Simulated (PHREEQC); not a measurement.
Make-up at 25 °C: 0.0033 mol KOH, 0.00032 mol K2SO4 and 0.0079 mol LiCl per kg of water. Closed to the air; pH follows from the charge balance.

The numbers come from PHREEQC with the ion-association model, phreeqc.dat.

Each row changes one thing in this solution. No solid was allowed to form.

```csv
case,pH,ionic strength (mol/kgw),SO4-2 (mol/kgw),LiSO4- (mol/kgw),KSO4- (mol/kgw)
as made,11.46,0.0121,0.000308,6.85e-6,5.45e-6
temperature from 25 to 20 °C,(withheld),0.0121,0.000308,6.89e-6,5.01e-6
0.00067 mol/kgw Mn(NO3)2 added,(withheld),0.0130,0.000305,6.71e-6,5.33e-6
K2SO4 from 0.00032 to 6.4e-05 mol/kgw,11.46,0.0114,6.16e-5,1.39e-6,9.62e-7
LiCl replaced by LiBr at the same molality,11.46,0.0121,0.000308,6.85e-6,5.45e-6
0.0016 mol/kgw NaHCO3 added,(withheld),0.0152,0.000307,6.55e-6,5.20e-6
```

Question: Complete the blanks.

Answer: 
- temperature from 25 to 20 °C, pH: 11.63
- 0.00067 mol/kgw Mn(NO3)2 added, pH: 11.38
- 0.0016 mol/kgw NaHCO3 added, pH: 11.20

Complexes and solids missing from the database can't appear. Some of these states are supersaturated (in Pyrochroite, for instance).
